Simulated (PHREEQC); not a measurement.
Dissolve 0.0065 mol/kgw Cu(NO3)2 and 0.11 mol/kgw FeCl3 at 57 °C. Closed to the air; pH follows from the charge balance.

Model: ion-association model, wateq4f.dat, run in PHREEQC.

Each row changes one thing in this solution. This is a speciation only: nothing precipitates in the calculation.

| case | pH | ionic strength (mol/kgw) | Cl- (mol/kgw) |
|---|---|---|---|
| as made | 1.71 | 0.429 | 0.250 |
| FeCl3 replaced by MnCl2 at the same molality | 4.75 | 0.305 | 0.197 |
| Cu(NO3)2 replaced by AgNO3 at the same molality | 1.70 | 0.429 | 0.235 |
| temperature from 57 to 85 °C | 1.62 | 0.423 | 0.252 |
| diluted 2-fold with water | 1.80 | 0.239 | 0.136 |
| FeCl3 from 0.11 to 0.121 mol/kgw | 1.71 | 0.463 | 0.272 |
| FeCl3 from 0.11 to 0.055 mol/kgw | 1.80 | 0.248 | 0.135 |
| Cu(NO3)2 from 0.0065 to 0.065 mol/kgw | 1.72 | 0.565 | 0.230 |

Complexes and solids missing from the database can't appear. Some of these states are supersaturated (in Hematite (slow to form), Goethite (slow to form), Atacamite, for instance). Constants without temperature data keep their 25 °C values here.
